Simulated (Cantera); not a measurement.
Charge: 1 mol SiCl4, 31 mol N2O, a varied amount of H2, equilibrated at 2025 K and 0.133 bar.

Equilibrium computed with Cantera from the NASA thermochemical tables; the gas is ideal and each condensed phase is pure. Candidate condensed phases: H2O, NH4Cl, Si, SiO2, Si2N2O, Si3N4; 47 gas species. The tables hold silica as quartz up to 1696 K and as liquid above; real silica turns to tridymite and cristobalite and melts near 1996 K. Gases not in the tables: Si(OH)4. The numbers say what is thermodynamically allowed, not how fast it happens.

x: gas mole fraction; n: condensed amount in mol.

```json
[
 {"n(H2) (mol)": "0.37", "x N2": "0.622", "x H2O": "0.000394", "x O2": "0.288", "x Cl": "0.0650", "x HCl": "0.0139", "x NO": "0.00852", "n SiO2(l)": "1.000"},
 {"n(H2) (mol)": "0.54", "x N2": "0.622", "x H2O": "0.000927", "x O2": "0.287", "x Cl": "0.0596", "x HCl": "0.0195", "x NO": "0.00851", "n SiO2(l)": "1.000"},
 {"n(H2) (mol)": "0.79", "x N2": "0.621", "x H2O": "0.00223", "x O2": "0.286", "x Cl": "0.0526", "x HCl": "0.0268", "x NO": "0.00850", "n SiO2(l)": "1.000"},
 {"n(H2) (mol)": "1.1", "x N2": "0.620", "x H2O": "0.00473", "x O2": "0.284", "x Cl": "0.0457", "x HCl": "0.0339", "x NO": "0.00846", "n SiO2(l)": "1.000"},
 {"n(H2) (mol)": "1.7", "x N2": "0.618", "x H2O": "0.0118", "x O2": "0.279", "x Cl": "0.0365", "x HCl": "0.0431", "x NO": "0.00837", "n SiO2(l)": "1.000"},
 {"n(H2) (mol)": "2.4", "x N2": "0.614", "x H2O": "0.0223", "x O2": "0.272", "x Cl": "0.0302", "x HCl": "0.0492", "x NO": "0.00824", "n SiO2(l)": "1.000"},
 {"n(H2) (mol)": "3.5", "x N2": "0.608", "x H2O": "[?]", "x O2": "0.260", "x Cl": "[?]", "x HCl": "0.0543", "x NO": "0.00802", "n SiO2(l)": "1.000"},
 {"n(H2) (mol)": "5.1", "x N2": "0.600", "x H2O": "0.0685", "x O2": "0.242", "x Cl": "0.0197", "x HCl": "0.0579", "x NO": "0.00767", "n SiO2(l)": "1.000"},
 {"n(H2) (mol)": "7.4", "x N2": "0.587", "x H2O": "[?]", "x O2": "[?]", "x Cl": "[?]", "x HCl": "0.0602", "x NO": "0.00717", "n SiO2(l)": "1.000"},
 {"n(H2) (mol)": "11", "x N2": "0.568", "x H2O": "0.169", "x O2": "0.177", "x Cl": "0.0123", "x HCl": "0.0614", "x NO": "0.00638", "n SiO2(l)": "1.000"},
 {"n(H2) (mol)": "16", "x N2": "0.544", "x H2O": "0.248", "x O2": "0.126", "x Cl": "0.00928", "x HCl": "0.0611", "x NO": "0.00527", "n SiO2(l)": "1.000"},
 {"n(H2) (mol)": "23", "x N2": "0.513", "x H2O": "0.348", "x O2": "0.0621", "x Cl": "0.00643", "x HCl": "0.0599", "x NO": "0.00360", "n SiO2(l)": "1.000"}
]
```

Problem. Complete the blanks.

Solution. 
- 3.5, x H2O: 0.0406
- 3.5, x Cl: 0.0244
- 7.4, x H2O: 0.109
- 7.4, x O2: 0.216
- 7.4, x Cl: 0.0158
